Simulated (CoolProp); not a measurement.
Vapour-liquid equilibrium of R1234yf (1) + R227EA (2) at 0.563 MPa; x and y are mole fractions of (1).

Model: multi-fluid Helmholtz-energy mixture model, Lemmon 2022 and Lemmon 2016; pair parameters Bell 2016, in CoolProp.

### Question
Give the bubble temperature and the first vapour's composition at x = 0.5, 0.65, 0.95. Is there an azeotrope?

### Answer
x = 0.5: 297.8 K, y = 0.582; x = 0.65: 295.8 K, y = 0.721; x = 0.95: 292.0 K, y = 0.964. No azeotrope shows between x = 0.05 and 0.95.

The pair parameters rest on a limited set of measurements; away from them the model extrapolates.
